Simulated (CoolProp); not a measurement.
Vapour-liquid equilibrium of R113 (1) + n-hexane (2) at 48.35 °C; x and y are mole fractions of (1).

The numbers come from the multi-fluid Helmholtz-energy mixture model, Marx 1992 and Thol 2019; pair parameters Bell 2016 in CoolProp.

**Question.** Give the bubble pressure and the first vapour's composition at x = 0.05, 0.2, 0.35. Is there an azeotrope?

**Answer.** x = 0.05: 0.05533 MPa, y = 0.122; x = 0.2: 0.06670 MPa, y = 0.375; x = 0.35: 0.07600 MPa, y = 0.540. No azeotrope shows between x = 0.05 and 0.95.

Pair parameters are fitted to limited data, so mixtures are less certain than the pure fluids.
